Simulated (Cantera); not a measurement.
Charge: 1 mol TEOS, 0.47 mol CO₂, 3.2 mol H₂, equilibrated at 0.133 bar.

These are equilibrium values from Cantera (NASA tables, ideal gas, pure condensed phases), not measurements of a reactor. Candidate condensed phases: C, C₆H₆, C₇H₈, C₈H₁₈, H₂O, Si, SiC, SiO₂; 123 gas species. The feed counts by its element totals alone. The tables hold silica as quartz up to 1696 K and as liquid above; real silica turns to tridymite and cristobalite and melts near 1996 K. The numbers say what is thermodynamically allowed, not how fast it happens.

### Question
At 1425 K, list the 4 most abundant gas species with their mole fractions, and the condensed phases.

### Answer
H₂ 0.817, CO 0.182, CH₄ 0.000336, H₂O 6.03e-5. Condensed: C(graphite) + SiO₂(β-quartz).
